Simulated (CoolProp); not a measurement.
Computed with CoolProp (reference Helmholtz-energy equation of state, Span 2000).

Question: Give the vapour pressure (MPa), enthalpy of vaporisation (kJ/kg), liquid viscosity (µPa s) of saturated nitrogen at -188.15, -178.95, -163.45 °C.

Answer: 
```
T (°C)   p (MPa)  enthalpy of vaporisation (kJ/kg)  liquid viscosity (µPa s)
-------  -------  --------------------------------  ------------------------
-188.15    0.229                               189                       121
-178.95    0.508                               173                      90.2
-163.45     1.44                               135                      56.5
```

Viscosity comes from a separate model (Lemmon 2004).
